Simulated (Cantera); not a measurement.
What does this Cantera script print?

```python
import numpy as np
import cantera as ct

gas_names = """
    AL ALC ALH ALN AL2 C CH CH2 CH3 CH4 CN C2 C2H C2H2,acetylene C2H2,vinylidene C2H3,vinyl CH3CN C2H4
    C2H5 C2H6 CCN CNC C2N2 C3 C3H3,propargyl C3H4,allene C3H4,propyne C3H4,cyclo- C3H5,allyl
    C3H6,propylene C3H6,cyclo- C3H7,n-propyl C3H7,i-propyl C3H8 C4 C4H2 C4H4,1,3-cyclo- C4H6,butadiene
    C4H6,2-butyne C4H6,cyclo- C4H8,1-butene C4H8,cis2-buten C4H8,tr2-butene C4H8,isobutene C4H8,cyclo-
    C4H9,n-butyl C4H9,i-butyl C4H9,s-butyl C4H9,t-butyl C4H10,isobutane C4H10,n-butane C4N2 C5
    C5H6,1,3cyclo- C5H8,cyclo- C5H10,1-pentene C5H10,cyclo- C5H11,pentyl C5H11,t-pentyl C5H12,n-pentane
    C5H12,i-pentane CH3C(CH3)2CH3 C6H2 C6H5,phenyl C6H6 C6H10,cyclo- C6H12,1-hexene C6H12,cyclo-
    C6H13,n-hexyl C7H7,benzyl C7H8 C7H14,1-heptene C7H15,n-heptyl C7H16,n-heptane C8H8,styrene
    C8H10,ethylbenz C8H16,1-octene C8H17,n-octyl C8H18,isooctane C8H18,n-octane C9H19,n-nonyl
    C10H8,naphthale C10H21,n-decyl C12H9,o-bipheny C12H10,bipheny H HCN HCCN HNC H2 N NH NH2 NH3 N2 N2H2
    N2H4
""".split()
cond_names = """
    AL(cr) AL(L) ALN(s) C(gr) C6H6(L) C7H8(L) C8H18(L),n-octa
""".split()


def load(file, names, dense=False):
    # The tables refer to 1 bar. Condensed volumes are neglected.
    table = {s.name: s for s in ct.Species.list_from_file(file)}
    out = []
    for n in names:
        d = dict(table[n].input_data)
        d["thermo"] = dict(d["thermo"], **{"reference-pressure": 1e5})
        if dense:
            d["equation-of-state"] = {"model": "constant-volume", "density": "1e6 g/cm^3"}
        out.append(ct.Species.from_dict(d))
    return out


gas = ct.Solution(thermo="ideal-gas", species=load("nasa_gas.yaml", gas_names))
cond = {s.name: ct.Solution(thermo="fixed-stoichiometry", species=[s], name=s.name)
        for s in load("nasa_condensed.yaml", cond_names, dense=True)}
atoms = {
    'Al(CH3)3': {'AL': 1, 'C': 3, 'H': 9},
    'NH3': {'N': 1, 'H': 3},
    'H2': {'H': 2},
}
top_T = {'ALN(s)': 2750, 'C(gr)': 4500}  # K; cautious upper limits of use, not melting points


def equilibrate(T, P, feed):
    n = {}
    for name, mol in feed.items():
        for a, k in atoms[name].items():
            n[a] = n.get(a, 0.0) + k * mol
    gas.TPX = T, P, n
    mass = sum(n.values()) * gas.mean_molecular_weight
    gas.equilibrate("TP")
    valid = [c for c in cond.values() if c.min_temp <= T <= top_T.get(c.name, c.max_temp)]
    mix = ct.Mixture([(gas, mass / gas.mean_molecular_weight)] + [(c, 0.0) for c in valid])
    mix.T, mix.P = T, P
    mix.equilibrate("TP", solver="vcs", rtol=1e-11, max_steps=5000)
    return mix


results = []
P = 19  # Pa
for T in [1050, 1150, 1250, 1350, 1450, 1550, 1650, 1750, 1850, 1950, 2050, 2150]:
    for m in [14, 19, 26, 36, 49, 67, 92, 130, 170, 230, 320, 440]:
        feed = {'Al(CH3)3': 1, 'NH3': m, 'H2': 720}  # mol
        mix = equilibrate(T, P, feed)
        results.append((T, P, feed, dict(zip(mix.species_names, mix.species_moles))))

for T, P, feed, n in results:
    print(f"{T:7g} {feed['NH3']:10.4g}  " + (" + ".join(c for c in cond_names if n.get(c, 0) > 1e-12) or "gas only"))
```

Output:

```
   1050         14  ALN(s) + C(gr)
   1050         19  ALN(s) + C(gr)
   1050         26  ALN(s) + C(gr)
   1050         36  ALN(s) + C(gr)
   1050         49  ALN(s) + C(gr)
   1050         67  ALN(s) + C(gr)
   1050         92  ALN(s) + C(gr)
   1050        130  ALN(s) + C(gr)
   1050        170  ALN(s) + C(gr)
   1050        230  ALN(s) + C(gr)
   1050        320  ALN(s) + C(gr)
   1050        440  ALN(s) + C(gr)
   1150         14  ALN(s) + C(gr)
   1150         19  ALN(s) + C(gr)
   1150         26  ALN(s) + C(gr)
   1150         36  ALN(s) + C(gr)
   1150         49  ALN(s) + C(gr)
   1150         67  ALN(s) + C(gr)
   1150         92  ALN(s) + C(gr)
   1150        130  ALN(s) + C(gr)
   1150        170  ALN(s) + C(gr)
   1150        230  ALN(s) + C(gr)
   1150        320  ALN(s) + C(gr)
   1150        440  ALN(s) + C(gr)
   1250         14  ALN(s) + C(gr)
   1250         19  ALN(s) + C(gr)
   1250         26  ALN(s) + C(gr)
   1250         36  ALN(s) + C(gr)
   1250         49  ALN(s) + C(gr)
   1250         67  ALN(s) + C(gr)
   1250         92  ALN(s) + C(gr)
   1250        130  ALN(s) + C(gr)
   1250        170  ALN(s) + C(gr)
   1250        230  ALN(s) + C(gr)
   1250        320  ALN(s) + C(gr)
   1250        440  ALN(s) + C(gr)
   1350         14  ALN(s) + C(gr)
   1350         19  ALN(s) + C(gr)
   1350         26  ALN(s) + C(gr)
   1350         36  ALN(s) + C(gr)
   1350         49  ALN(s) + C(gr)
   1350         67  ALN(s) + C(gr)
   1350         92  ALN(s) + C(gr)
   1350        130  ALN(s) + C(gr)
   1350        170  ALN(s) + C(gr)
   1350        230  ALN(s) + C(gr)
   1350        320  ALN(s) + C(gr)
   1350        440  ALN(s) + C(gr)
   1450         14  ALN(s) + C(gr)
   1450         19  ALN(s) + C(gr)
   1450         26  ALN(s) + C(gr)
   1450         36  ALN(s) + C(gr)
   1450         49  ALN(s) + C(gr)
   1450         67  ALN(s) + C(gr)
   1450         92  ALN(s) + C(gr)
   1450        130  ALN(s) + C(gr)
   1450        170  ALN(s) + C(gr)
   1450        230  ALN(s) + C(gr)
   1450        320  ALN(s) + C(gr)
   1450        440  ALN(s) + C(gr)
   1550         14  ALN(s) + C(gr)
   1550         19  ALN(s) + C(gr)
   1550         26  ALN(s) + C(gr)
   1550         36  ALN(s) + C(gr)
   1550         49  ALN(s) + C(gr)
   1550         67  ALN(s) + C(gr)
   1550         92  ALN(s) + C(gr)
   1550        130  ALN(s) + C(gr)
   1550        170  ALN(s) + C(gr)
   1550        230  ALN(s) + C(gr)
   1550        320  ALN(s) + C(gr)
   1550        440  ALN(s) + C(gr)
   1650         14  C(gr)
   1650         19  C(gr)
   1650         26  C(gr)
   1650         36  C(gr)
   1650         49  C(gr)
   1650         67  C(gr)
   1650         92  C(gr)
   1650        130  C(gr)
   1650        170  C(gr)
   1650        230  C(gr)
   1650        320  C(gr)
   1650        440  C(gr)
   1750         14  C(gr)
   1750         19  C(gr)
   1750         26  C(gr)
   1750         36  C(gr)
   1750         49  C(gr)
   1750         67  C(gr)
   1750         92  C(gr)
   1750        130  C(gr)
   1750        170  C(gr)
   1750        230  C(gr)
   1750        320  C(gr)
   1750        440  gas only
   1850         14  C(gr)
   1850         19  C(gr)
   1850         26  C(gr)
   1850         36  C(gr)
   1850         49  C(gr)
   1850         67  C(gr)
   1850         92  C(gr)
   1850        130  C(gr)
   1850        170  C(gr)
   1850        230  gas only
   1850        320  gas only
   1850        440  gas only
   1950         14  C(gr)
   1950         19  C(gr)
   1950         26  C(gr)
   1950         36  C(gr)
   1950         49  C(gr)
   1950         67  C(gr)
   1950         92  gas only
   1950        130  gas only
   1950        170  gas only
   1950        230  gas only
   1950        320  gas only
   1950        440  gas only
   2050         14  C(gr)
   2050         19  C(gr)
   2050         26  gas only
   2050         36  gas only
   2050         49  gas only
   2050         67  gas only
   2050         92  gas only
   2050        130  gas only
   2050        170  gas only
   2050        230  gas only
   2050        320  gas only
   2050        440  gas only
   2150         14  gas only
   2150         19  gas only
   2150         26  gas only
   2150         36  gas only
   2150         49  gas only
   2150         67  gas only
   2150         92  gas only
   2150        130  gas only
   2150        170  gas only
   2150        230  gas only
   2150        320  gas only
   2150        440  gas only
```

Equilibrium computed with Cantera from the NASA thermochemical tables; the gas is ideal and each condensed phase is pure. The feed counts by its element totals alone.
